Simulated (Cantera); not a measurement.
A perfectly stirred reactor is fed with H₂ : O₂ = 0.13 : 1 (molar parts), equivalence ratio 0.065, at 20.0 Torr; it is held at 1200 K, and followed from long to short residence time.

Model: GRI-Mech 3.0 (53 species, 325 reactions), integrated in Cantera. Radical loss at walls, strong at low pressure, is not modelled. The temperature is held fixed by assumption; the heat of reaction is taken as removed at once.

x: mole fraction; the columns are a selection and need not sum to one.

```json
[
 {"τ (s)": "3.7", "x H₂": "0.000103", "x O₂": "0.877", "x O": "0.000541", "x H": "2.82e-5", "x HO₂": "[?]", "x OH": "0.000711", "x H₂O": "0.122"},
 {"τ (s)": "1.0", "x H₂": "0.000234", "x O₂": "0.876", "x O": "0.00129", "x H": "0.000104", "x HO₂": "[?]", "x OH": "0.00110", "x H₂O": "0.121"},
 {"τ (s)": "0.30", "x H₂": "0.000491", "x O₂": "0.874", "x O": "0.00282", "x H": "0.000343", "x HO₂": "[?]", "x OH": "0.00165", "x H₂O": "0.120"},
 {"τ (s)": "0.085", "x H₂": "0.00105", "x O₂": "0.870", "x O": "0.00625", "x H": "0.00116", "x HO₂": "[?]", "x OH": "0.00252", "x H₂O": "0.119"},
 {"τ (s)": "0.024", "x H₂": "0.00220", "x O₂": "0.862", "x O": "0.0131", "x H": "0.00371", "x HO₂": "[?]", "x OH": "0.00379", "x H₂O": "0.115"},
 {"τ (s)": "0.0069", "x H₂": "0.00446", "x O₂": "0.849", "x O": "0.0242", "x H": "0.0100", "x HO₂": "1.24e-5", "x OH": "0.00544", "x H₂O": "0.107"},
 {"τ (s)": "0.0020", "x H₂": "0.00900", "x O₂": "0.834", "x O": "0.0350", "x H": "0.0201", "x HO₂": "1.28e-5", "x OH": "0.00729", "x H₂O": "0.0946"}
]
```

### Question
Fill in the missing entries.

### Answer

- 3.7, x HO₂: 2.12e-6
- 1.0, x HO₂: 3.76e-6
- 0.30, x HO₂: 5.83e-6
- 0.085, x HO₂: 8.35e-6
- 0.024, x HO₂: 1.08e-5
